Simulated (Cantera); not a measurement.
What does this Cantera script print?

```python
import numpy as np
import cantera as ct

gas = ct.Solution("gri30.yaml")
gas.TPX = 1273, 1900000, {'CH4': 1, 'C2H6': 0.21, 'O2': 2.76, 'N2': 10.4}
reactor = ct.IdealGasConstPressureReactor(gas, energy="on", clone=False)
net = ct.ReactorNet([reactor])
net.rtol, net.atol = 1e-08, 1e-16
show = ['CH4', 'C2H6', 'O2', 'CH2O', 'CH3']
times = np.geomspace(2e-06, 0.5, 10)

steps = ct.SolutionArray(gas, extra=["t"])
rows = []
print(f"{'t/s':>10s}{'T/K':>9s}{'P/Pa':>11s}" + "".join(f"{s:>11s}" for s in show))
for t in times:
    while net.time < t:
        t_next = net.step()
        steps.append(gas.state, t=t_next)
    rows.append([np.interp(t, steps.t, y) for y in (steps.T, steps.P, *steps(*show).X.T)])
    print(f"{t:10.3e}{rows[-1][0]:9.1f}{rows[-1][1]:11.4g}" + "".join(f"{x:11.3e}" for x in rows[-1][2:]))
rate = np.gradient(steps.T, steps.t)
print("integrator steps:", len(steps.t))
if steps.T.max() > steps.T[0] + 200:
    print(f"time of steepest temperature rise: {steps.t[rate.argmax()]:.4e} s")
gas.TPX = 1273, 1900000, {'CH4': 1, 'C2H6': 0.21, 'O2': 2.76, 'N2': 10.4}
gas.equilibrate("HP")
print(f"equilibrium (HP): T = {gas.T:.1f} K  " + "  ".join(f"{s} {gas[s].X[0]:.3e}" for s in show))
```

It prints:

```
       t/s      T/K       P/Pa        CH4       C2H6         O2       CH2O        CH3
 2.000e-06   1273.0    1.9e+06  6.959e-02  1.461e-02  1.921e-01  2.717e-08  7.937e-07
 7.958e-06   1273.0    1.9e+06  6.959e-02  1.461e-02  1.921e-01  4.248e-07  2.619e-06
 3.166e-05   1273.0    1.9e+06  6.958e-02  1.459e-02  1.920e-01  9.260e-06  6.945e-06
 1.260e-04   1282.3    1.9e+06  6.824e-02  1.345e-02  1.901e-01  9.484e-04  4.607e-05
 5.013e-04   2822.9    1.9e+06  2.791e-14  4.906e-27  1.194e-02  1.571e-09  1.041e-13
 1.995e-03   2819.4    1.9e+06  2.913e-14  5.279e-27  1.140e-02  1.597e-09  1.069e-13
 7.937e-03   2819.4    1.9e+06  2.913e-14  5.279e-27  1.140e-02  1.597e-09  1.069e-13
 3.158e-02   2819.4    1.9e+06  2.913e-14  5.279e-27  1.140e-02  1.597e-09  1.069e-13
 1.257e-01   2819.4    1.9e+06  2.913e-14  5.279e-27  1.140e-02  1.597e-09  1.069e-13
 5.000e-01   2819.4    1.9e+06  2.913e-14  5.279e-27  1.140e-02  1.597e-09  1.069e-13
integrator steps: 2055
time of steepest temperature rise: 1.9963e-04 s
equilibrium (HP): T = 2819.4 K  CH4 3.627e-14  C2H6 7.449e-27  O2 1.140e-02  CH2O 1.597e-09  CH3 1.331e-13
```

Model: GRI-Mech 3.0 (53 species, 325 reactions), integrated in Cantera. The pressure lies above the range GRI-Mech 3.0 was tuned for (to about 10 atm).
